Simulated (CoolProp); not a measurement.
Values from CoolProp's reference Helmholtz-energy equation of state, Smukala 2000.

### Question
For ethylene, give the phase and the cp (kJ/(kg K)), cv (kJ/(kg K)) at 311 K and 0.575 bar; 279.2 K and 98 bar.

### Answer
- 311 K and 0.575 bar: gas; cp 1.58, cv 1.28
- 279.2 K and 98 bar: liquid; cp 3.33, cv 1.41
